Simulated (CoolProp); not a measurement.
R1234yf along the isobar 11.1 MPa: density (kg/m³) from the reference equation and from simpler models built on Tc = 367.8 K, pc = 3.384 MPa, ω = 0.276; each cubic takes its own stable root.

Model: reference Helmholtz-energy equation of state, Lemmon 2022, in CoolProp.

```
T (K)          phase  reference  van der Waals  Redlich-Kwong  Peng-Robinson
-----  -------------  ---------  -------------  -------------  -------------
164.5         liquid       1482          876.9           1284           1461
199.3         liquid       1400          844.5           1224           1404
234.2         liquid       1317          809.8           1157           1335
269           liquid       1230          772.9           1082           1253
303.8         liquid       1136          733.0          997.7           1154
338.6         liquid       1030          689.8          904.2           1032
373.5  supercritical      905.7          642.4          800.3          884.9
408.3  supercritical      758.4          590.7          688.2          717.4
```
